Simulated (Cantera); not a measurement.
Input (Python, Cantera):

```python
import numpy as np
import cantera as ct

gas = ct.Solution("gri30.yaml")


def delay(T, t_max=10):
    gas.TPX = T, 100000, {'H2': 1, 'O2': 0.649, 'N2': 3.05, 'NO': 0.0099}
    reactor = ct.IdealGasConstPressureReactor(gas, clone=False)
    net = ct.ReactorNet([reactor])
    net.rtol, net.atol = 1e-8, 1e-16
    while net.time < t_max:
        t_old, T_old = net.time, reactor.T
        net.step()
        if reactor.T > T + 400:  # ignition: a rise of 400 K
            return t_old + (T + 400 - T_old) / (reactor.T - T_old) * (net.time - t_old)
    return np.nan


taus = []
for T in [1123, 1223, 1323, 1423, 1523, 1623, 1723, 1823, 1923, 2023]:
    taus.append(delay(T))
    print(f"T0 = {T:6g} K   tau = {taus[-1]:.4e} s")
```

It prints:

```
T0 =   1123 K   tau = 8.4673e-05 s
T0 =   1223 K   tau = 5.0020e-05 s
T0 =   1323 K   tau = 3.4853e-05 s
T0 =   1423 K   tau = 2.7722e-05 s
T0 =   1523 K   tau = 2.4612e-05 s
T0 =   1623 K   tau = 2.3834e-05 s
T0 =   1723 K   tau = 2.4593e-05 s
T0 =   1823 K   tau = 2.6484e-05 s
T0 =   1923 K   tau = 2.9301e-05 s
T0 =   2023 K   tau = 3.2950e-05 s
```

Model: GRI-Mech 3.0 (53 species, 325 reactions), integrated in Cantera. The mechanism lacks 2 NO + O2 → 2 NO2 and HONO, so NO2 and the effect of NO are under-described below about 1400 K. Where the delays flatten at high temperature, the 400 K rule measures the pace of heat release, not the induction time.
